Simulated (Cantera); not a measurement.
Cu + O2 + H2 (metals in furnace atmospheres)

Charge: 1 mol Cu, 0.04 mol O2, 1.3 mol H2.

Cantera equilibrium calculation (NASA polynomials, part measured and part estimated; ideal gas, pure solids and liquids). Candidate condensed phases: Cu, CuO, Cu(OH)2, Cu2O, H2O; 12 gas species. Kinetics and transport are ignored.

Stable condensed phases:

```
T in K \ P in Pa
              10      48     230    1100    5500   26000  130000  620000 3000000
   1848        A       A       B       B       B       B       B       B       B
   1748        A       A       B       B       B       B       B       B       B
   1648        A       B       B       B       B       B       B       B       B
   1548        B       B       B       B       B       B       B       B       B
   1448        B       B       B       B       B       B       B       B       B
   1348        B       B       B       B       B       B       B       B       B
   1248        B       B       B       B       B       B       B       B       B
   1148        B       B       B       B       B       B       B       B       B
   1048        B       B       B       B       B       B       B       B       B
    948        B       B       B       B       B       B       B       B       B
    848        B       B       B       B       B       B       B       B       B
    748        B       B       B       B       B       B       B       B       B
    648        B       B       B       B       B       B       B       B       B
```

A: gas only; B: Cu.
